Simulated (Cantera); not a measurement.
An adiabatic, constant-pressure homogeneous reactor starts with 1.07 % CO, 0.612 % H₂, 1.40 % CH₄, 8.08 % O₂, 88.8 % N₂, equivalence ratio 0.45, at 1025 K and 0.651 atm.

Computed with Cantera and GRI-Mech 3.0 (53 species, 325 reactions).

Predict: time of steepest temperature rise; temperature at 9.00 s; equilibrium temperature; x(CO) at 9.00 s; x(H₂) at 9.00 s.


```json
{
 "time_of_steepest_temperature_rise": "34.7 ms",
 "temperature at 9.00 s": "1480 K",
 "equilibrium_temperature": "1478 K",
 "x(CO) at 9.00 s": "5.25e-7 (gas-phase equilibrium 5.15e-7)",
 "x(H₂) at 9.00 s": "2.89e-7 (gas-phase equilibrium 2.84e-7)"
}
```
